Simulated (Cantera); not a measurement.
An isothermal, constant-pressure homogeneous reactor starts with H₂ : O₂ : H₂O = 0.12 : 1 : 0.027 (molar parts), equivalence ratio 0.060, at 1325 K and 0.0247 atm.

Cantera simulation using GRI-Mech 3.0 (53 species, 325 reactions); the numbers are that mechanism's predictions, not measurements. Radical loss at walls, strong at low pressure, is not modelled. The temperature is held fixed by assumption; the heat of reaction is taken as removed at once.

x: mole fraction; the columns are a selection and need not sum to one.

```json
[
 {"t (s)": "4.00e-5", "x H₂": "0.105", "x O₂": "0.872", "x H₂O": "0.0235", "x O": "4.23e-8", "x HO₂": "5.36e-8", "x H": "4.67e-8", "x OH": "3.42e-8"},
 {"t (s)": "0.000142", "x H₂": "0.105", "x O₂": "0.872", "x H₂O": "0.0235", "x O": "1.42e-6", "x HO₂": "1.96e-7", "x H": "1.16e-6", "x OH": "1.07e-6"},
 {"t (s)": "0.000503", "x H₂": "0.0491", "x O₂": "0.834", "x H₂O": "0.0643", "x O": "0.0228", "x HO₂": "8.03e-6", "x H": "0.0175", "x OH": "0.0120"},
 {"t (s)": "0.00178", "x H₂": "0.00346", "x O₂": "0.807", "x H₂O": "0.112", "x O": "0.0495", "x HO₂": "9.10e-6", "x H": "0.0190", "x OH": "0.00932"},
 {"t (s)": "0.00632", "x H₂": "0.00206", "x O₂": "0.832", "x H₂O": "0.122", "x O": "0.0279", "x HO₂": "8.46e-6", "x H": "0.00812", "x OH": "0.00729"},
 {"t (s)": "0.0224", "x H₂": "(withheld)", "x O₂": "0.857", "x H₂O": "0.132", "x O": "(withheld)", "x HO₂": "(withheld)", "x H": "(withheld)", "x OH": "(withheld)"},
 {"t (s)": "0.0795", "x H₂": "5.11e-5", "x O₂": "0.864", "x H₂O": "0.134", "x O": "0.000657", "x HO₂": "1.20e-6", "x H": "2.95e-5", "x OH": "0.00117"},
 {"t (s)": "0.282", "x H₂": "(withheld)", "x O₂": "0.865", "x H₂O": "0.135", "x O": "(withheld)", "x HO₂": "(withheld)", "x H": "(withheld)", "x OH": "(withheld)"},
 {"t (s)": "1.00", "x H₂": "9.74e-7", "x O₂": "0.865", "x H₂O": "0.135", "x O": "1.27e-5", "x HO₂": "5.93e-8", "x H": "7.95e-8", "x OH": "0.000163"}
]
```

Question: Complete the blanks.

Answer: 
- 0.0224, x H₂: 0.000480
- 0.0224, x O: 0.00622
- 0.0224, x HO₂: 5.01e-6
- 0.0224, x H: 0.000857
- 0.0224, x OH: 0.00355
- 0.282, x H₂: 5.93e-6
- 0.282, x O: 7.68e-5
- 0.282, x HO₂: 2.06e-7
- 0.282, x H: 1.18e-6
- 0.282, x OH: 0.000400
